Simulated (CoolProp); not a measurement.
Vapour-liquid equilibrium of n-hexane (1) + cyclohexane (2) at 17.75 °C; x and y are mole fractions of (1).

Model: multi-fluid Helmholtz-energy mixture model, Thol 2019 and Zhou 2014; pair parameters Bell 2016, in CoolProp.

| x | bubble pressure, mixture model (bar) | bubble pressure, Raoult's law (bar) | y, mixture model | y, Raoult's law |
|---|---|---|---|---|
| 0.05 | 0.09662 | 0.09562 | 0.085 | 0.076 |
| 0.125 | ? | 0.09958 | 0.198 | 0.183 |
| 0.2 | 0.1065 | 0.1035 | 0.296 | 0.282 |
| 0.275 | 0.1110 | 0.1075 | 0.384 | 0.373 |
| 0.35 | 0.1152 | 0.1115 | 0.464 | 0.458 |
| 0.425 | 0.1192 | 0.1154 | 0.538 | 0.537 |
| 0.5 | 0.1230 | 0.1194 | 0.607 | 0.611 |
| 0.575 | 0.1267 | 0.1234 | ? | 0.680 |
| 0.65 | 0.1302 | 0.1273 | 0.735 | 0.744 |
| 0.725 | ? | 0.1313 | 0.795 | 0.805 |
| 0.8 | 0.1371 | 0.1352 | 0.853 | 0.863 |
| 0.875 | 0.1404 | 0.1392 | 0.909 | 0.917 |
| 0.95 | 0.1437 | 0.1432 | ? | 0.968 |

Task: What belongs in the gaps?

Result: 
- 0.125, bubble pressure, mixture model (bar): 0.1017
- 0.575, y, mixture model: 0.673
- 0.725, bubble pressure, mixture model (bar): 0.1337
- 0.95, y, mixture model: 0.964

The largest gap from Raoult's law is +3.3 % in bubble pressure, at x = 0.35. No azeotrope shows between x = 0.05 and 0.95.

Pair parameters are fitted to limited data, so mixtures are less certain than the pure fluids.
